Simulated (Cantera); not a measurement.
Input: 1 mol Cu, 5.6 mol F2, equilibrated at 177 °C and 11.0 mbar.

Cantera equilibrium calculation (NASA polynomials, part measured and part estimated; ideal gas, pure solids and liquids). Candidate condensed phases: Cu, CuF2; 6 gas species. Equilibrium is a limit: real reactors are often held back by kinetics, nucleation or transport.

Base state: F2 1.000 (mole fractions); condensed: CuF2(s).

What changes in the equilibrium state with this change: temperature from 177 °C to 825 °C?


| species | before | after |
|---|---|---|
| F | 6.11e-6 | 0.845 |
| F2 | 1.000 | 0.139 |
| CuF2 | <1e-9 | 0.0162 |
| CuF2(s), mol | 1.00 | 0.867 |
